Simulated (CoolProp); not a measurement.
Vapour pressure (MPa) of carbon dioxide: the reference equation beside estimates from Tc = 31.0 °C, pc = 7.377 MPa, ω = 0.224. Clausius-Clapeyron is anchored at -24.95 °C with a constant enthalpy of vaporisation of 12.90 kJ/mol.

The numbers come from the reference Helmholtz-energy equation of state, Span 1996 in CoolProp.

| T (°C) | reference | Clausius-Clapeyron | van der Waals | Peng-Robinson |
|---|---|---|---|---|
| -35.85 | 1.167 | 1.265 | 2.517 | 1.157 |
| -33.15 | 1.282 | 1.361 | 2.654 | 1.271 |
| -30.45 | 1.406 | 1.463 | 2.796 | 1.394 |
| -27.75 | 1.539 | 1.569 | 2.942 | 1.526 |
| -24.95 | 1.685 | 1.685 | 3.099 | 1.672 |
| -22.25 | 1.836 | 1.803 | 3.255 | 1.822 |
| -19.55 | 1.997 | 1.925 | 3.416 | 1.983 |
| -16.85 | 2.168 | 2.054 | 3.582 | 2.153 |
| -14.15 | 2.349 | 2.187 | 3.753 | 2.335 |
| -11.45 | 2.541 | 2.327 | 3.929 | 2.527 |
| -8.75 | 2.744 | 2.472 | 4.110 | 2.731 |
| -6.05 | 2.959 | 2.623 | 4.296 | 2.947 |
| -3.35 | 3.186 | 2.780 | 4.487 | 3.176 |
| -0.65 | 3.426 | 2.943 | 4.683 | 3.418 |
| 2.15 | 3.688 | 3.119 | 4.892 | 3.682 |

Absolute difference from the reference over all 15 rows, mean and median: Clausius-Clapeyron 7.3 and 6.9 %, van der Waals 68.6 and 65.2 %, Peng-Robinson 0.6 and 0.7 %.
